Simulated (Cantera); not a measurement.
An adiabatic, constant-pressure homogeneous reactor starts with CH4 : O2 : N2 = 1 : 3.92 : 14.7 (molar parts), equivalence ratio 0.51, at 1400 K and 5.00 bar. Integrator tolerance rtol = 1e-08.

Model: GRI-Mech 3.0 (53 species, 325 reactions), integrated in Cantera.

Question: What does this change do: initial temperature 1400 to 1200 K?

Answer: 
```json
[
 {"quantity": "time of steepest temperature rise", "before": "0.701 ms", "after": "7.22 ms"},
 {"quantity": "temperature at 0.300 s", "before": "2388 K", "after": "2231 K"},
 {"quantity": "equilibrium temperature", "before": "2388 K", "after": "2231 K"},
 {"quantity": "x(CH4) at 0.300 s", "before": "<1e-12 (gas-phase equilibrium <1e-12)", "after": "<1e-12 (gas-phase equilibrium <1e-12)"},
 {"quantity": "x(O2) at 0.300 s", "before": "0.0907 (gas-phase equilibrium 0.0907)", "after": "0.0928 (gas-phase equilibrium 0.0927)"},
 {"quantity": "x(N2O) at 0.300 s", "before": "1.44e-6 (gas-phase equilibrium 1.44e-6)", "after": "1.06e-6 (gas-phase equilibrium 1.06e-6)"},
 {"quantity": "x(CH2O) at 0.300 s", "before": "1.45e-12 (gas-phase equilibrium 1.45e-12)", "after": "<1e-12 (gas-phase equilibrium <1e-12)"},
 {"quantity": "x(CO) at 0.300 s", "before": "0.00146 (gas-phase equilibrium 0.00146)", "after": "0.000554 (gas-phase equilibrium 0.000554)"},
 {"quantity": "x(H2) at 0.300 s", "before": "0.000495 (gas-phase equilibrium 0.000495)", "after": "0.000205 (gas-phase equilibrium 0.000205)"}
]
```

Question: What does this change do: initial temperature 1400 to 1675 K?

Answer: 
```
quantity                                                              before                                      after
---------------------------------  -----------------------------------------  -----------------------------------------
time of steepest temperature rise                                   0.701 ms                                    61.4 µs
temperature at 0.300 s                                                2388 K                                     2584 K
equilibrium temperature                                               2388 K                                     2584 K
x(CH4) at 0.300 s                      <1e-12 (gas-phase equilibrium <1e-12)      <1e-12 (gas-phase equilibrium <1e-12)
x(O2) at 0.300 s                       0.0907 (gas-phase equilibrium 0.0907)      0.0877 (gas-phase equilibrium 0.0877)
x(N2O) at 0.300 s                    1.44e-6 (gas-phase equilibrium 1.44e-6)    2.00e-6 (gas-phase equilibrium 2.00e-6)
x(CH2O) at 0.300 s                 1.45e-12 (gas-phase equilibrium 1.45e-12)  1.02e-11 (gas-phase equilibrium 1.02e-11)
x(CO) at 0.300 s                     0.00146 (gas-phase equilibrium 0.00146)    0.00400 (gas-phase equilibrium 0.00400)
x(H2) at 0.300 s                   0.000495 (gas-phase equilibrium 0.000495)    0.00127 (gas-phase equilibrium 0.00127)
```
